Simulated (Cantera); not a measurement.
Charge: 1 mol Si₃H₈, 80 mol H₂, 1.7 mol HCl, at 13.3 mbar.

Equilibrium computed with Cantera from the NASA thermochemical tables; the gas is ideal and each condensed phase is pure. Candidate condensed phases: Si; 19 gas species. The feed counts by its element totals alone. Rates play no part. All values below are at 1450 K.

Base state: H₂ 0.981, HCl 0.0178, SiCl₂ 0.000997, H 8.11e-5 (mole fractions); condensed: Si(s).

### Question
What changes in the equilibrium state with this change: H₂ from 80 to 9.7 mol?

### Answer
| species | before | after |
|---|---|---|
| H₂ | 0.981 | 0.909 |
| HCl | 0.0178 | 0.0726 |
| SiCl₂ | 0.000997 | 0.0179 |
| SiCl₄ | 1.90e-7 | 6.10e-5 |
| SiCl₃ | 7.20e-6 | 0.000546 |
| SiHCl₃ | 9.01e-7 | 6.58e-5 |
| Si(s), mol | 2.91 | 2.71 |
The tables' values for SiCl₃ are old estimates; treat these amounts as uncertain.
